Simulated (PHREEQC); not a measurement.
0.014 g of hydrous ferric oxide (600 m²/g; 0.2 weak and 0.005 strong sites per Fe, Dzombak-Morel constants, diffuse double layer) in 1 kg of water with 0.3 mol/kgw of an inert sodium salt and 1.6e-07 mol MnCl2, at 25 °C; the pH is set by adding NaOH or the inert anion's acid. No oxygen is let in. CO2 from the air is kept out. Nothing may precipitate in this run.

Model: ion-association model, wateq4f.dat, run in PHREEQC.

| pH | Mn sorbed (%) | surface charge σ (C/m²) | surface potential ψ (mV) |
|---|---|---|---|
| 3 | 0.0 | 0.368 | 126 |
| 3.5 | 0.0 | 0.363 | 125 |
| 4.5 | 0.0 | 0.318 | 118 |
| 5 | 0.0 | 0.269 | 110 |
| 6 | 0.2 | 0.154 | 83 |
| 6.5 | 1.5 | 0.106 | 65 |
| 7.5 | 42.6 | 0.034 | 26 |
| 8 | 83.2 | 0.006 | 5 |
| 9 | 99.6 | -0.051 | -37 |
| 9.5 | 99.9 | -0.086 | -57 |
| 10.5 | 100.0 | -0.183 | -91 |
| 11 | 100.0 | -0.242 | -105 |

Species that the database lacks are ignored. The oxide is taken as insoluble; below pH 4 it would dissolve.
